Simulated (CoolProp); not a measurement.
Dimethyl carbonate at 293.15 K and 0.459 MPa is throttled through a valve to 0.247 MPa with no heat exchange. Each further row changes one setting.

Values from CoolProp's reference Helmholtz-energy equation of state, Zhou 2011.

| case | temperature change (K) |
|---|---|
| as stated | +0.1 |
| outlet pressure 0.0741 MPa | +0.1 |
| outlet pressure 0.321 MPa | +0.0 |
